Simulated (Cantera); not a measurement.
Cantera run:

```python
import numpy as np
import cantera as ct

gas_names = """
    CL CL2 Fe FeCL FeCL2 FeCL3 Fe2CL4 Fe2CL6 H HCL H2 N NH NH2 NH3 N2 N2H2 N2H4
""".split()
cond_names = """
    Fe(a) Fe(c) Fe(d) Fe(L) FeCL2(s) FeCL2(L) FeCL3(s) FeCL3(L) NH4CL(a) NH4CL(b)
""".split()


def load(file, names, dense=False):
    # The tables refer to 1 bar. Condensed volumes are neglected.
    table = {s.name: s for s in ct.Species.list_from_file(file)}
    out = []
    for n in names:
        d = dict(table[n].input_data)
        d["thermo"] = dict(d["thermo"], **{"reference-pressure": 1e5})
        if dense:
            d["equation-of-state"] = {"model": "constant-volume", "density": "1e6 g/cm^3"}
        out.append(ct.Species.from_dict(d))
    return out


gas = ct.Solution(thermo="ideal-gas", species=load("nasa_gas.yaml", gas_names))
cond = {s.name: ct.Solution(thermo="fixed-stoichiometry", species=[s], name=s.name)
        for s in load("nasa_condensed.yaml", cond_names, dense=True)}
atoms = {
    'FeCl3': {'Fe': 1, 'CL': 3},
    'H2': {'H': 2},
    'N2': {'N': 2},
    'HCl': {'H': 1, 'CL': 1},
}
top_T = {}  # K; cautious upper limits of use, not melting points


def equilibrate(T, P, feed):
    n = {}
    for name, mol in feed.items():
        for a, k in atoms[name].items():
            n[a] = n.get(a, 0.0) + k * mol
    gas.TPX = T, P, n
    mass = sum(n.values()) * gas.mean_molecular_weight
    gas.equilibrate("TP")
    valid = [c for c in cond.values() if c.min_temp <= T <= top_T.get(c.name, c.max_temp)]
    mix = ct.Mixture([(gas, mass / gas.mean_molecular_weight)] + [(c, 0.0) for c in valid])
    mix.T, mix.P = T, P
    mix.equilibrate("TP", solver="vcs", rtol=1e-11, max_steps=5000)
    return mix


results = []
feed = {'FeCl3': 1, 'H2': 1.2, 'N2': 42, 'HCl': 0.023}  # mol
T = 1898  # K
for P in [0.1, 1.6, 25, 400, 6300, 100000]:
    mix = equilibrate(T, P, feed)
    results.append((T, P, feed, dict(zip(mix.species_names, mix.species_moles))))

top = {s: max(r[3][s] / sum(r[3][g] for g in gas_names) for r in results) for s in gas_names}
cols = sorted((s for s in top if top[s] > 0.0001), key=lambda s: -top[s])[:8]
seen = [c for c in cond_names if any(r[3].get(c, 0) > 1e-12 for r in results)]
print("log10 of partial pressures in bar; condensed amounts in mol")
print(f"{'P/Pa':>10s}" + "".join(f"{s[:9]:>10s}" for s in cols + seen))
for T, P, feed, n in results:
    ng = sum(n[g] for g in gas_names)
    print(f"{P:10.4g}" + "".join(f"{np.log10(max(n[s] / ng * P / 1e5, 1e-99)):10.3f}" for s in cols)
          + "".join(f"{n.get(c, 0):10.4g}" for c in seen))
```

Result:

```
log10 of partial pressures in bar; condensed amounts in mol
      P/Pa        N2        CL         H       HCL     FeCL2        Fe        H2
       0.1    -6.059    -7.238    -7.397    -8.298   -11.651    -7.682    -8.580
       1.6    -4.845    -6.182    -6.597    -6.442    -8.332    -6.475    -6.979
        25    -3.640    -5.399    -5.992    -5.055    -5.735    -5.443    -5.771
       400    -2.428    -4.979    -5.280    -3.922    -4.160    -4.709    -4.345
      6300    -1.228    -4.536    -4.621    -2.821    -2.868    -4.303    -3.028
     1e+05    -0.027    -3.966    -4.011    -1.640    -1.652    -4.226    -1.807
```

Equilibrium computed with Cantera from the NASA thermochemical tables; the gas is ideal and each condensed phase is pure.
